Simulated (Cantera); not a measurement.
Mixture: CH4 : H2 : O2 : N2 = 1 : 0.13 : 1.15 : 4.59 (molar parts), at 40000 Pa, adiabatic and at constant volume. Ignition delay is the time to a rise of 400 K.

Cantera simulation using GRI-Mech 3.0 (53 species, 325 reactions); the numbers are that mechanism's predictions, not measurements.

Problem. What does this change do: constant pressure in place of constant volume?

Solution. 
| quantity | before | after |
|---|---|---|
| delay at 1225 K | 27.2 ms | 29.8 ms |
| delay at 1425 K | 3.13 ms | 3.40 ms |
| delay at 1625 K | 0.621 ms | 0.666 ms |
| delay at 1825 K | 0.184 ms | 0.199 ms |
| delay at 2025 K | 69.9 µs | 76.9 µs |
| apparent activation energy between 1825 and 2025 K | 150 kJ/mol | 150 kJ/mol |

Problem. What does this change do: pressure from 40000 Pa to 101000 Pa?

Solution. 
```json
[
 {"quantity": "delay at 1225 K", "before": "27.2 ms", "after": "13.5 ms"},
 {"quantity": "delay at 1425 K", "before": "3.13 ms", "after": "1.63 ms"},
 {"quantity": "delay at 1625 K", "before": "0.621 ms", "after": "0.289 ms"},
 {"quantity": "delay at 1825 K", "before": "0.184 ms", "after": "78.8 µs"},
 {"quantity": "delay at 2025 K", "before": "69.9 µs", "after": "28.7 µs"},
 {"quantity": "apparent activation energy between 1825 and 2025 K", "before": "150 kJ/mol", "after": "150 kJ/mol"}
]
```
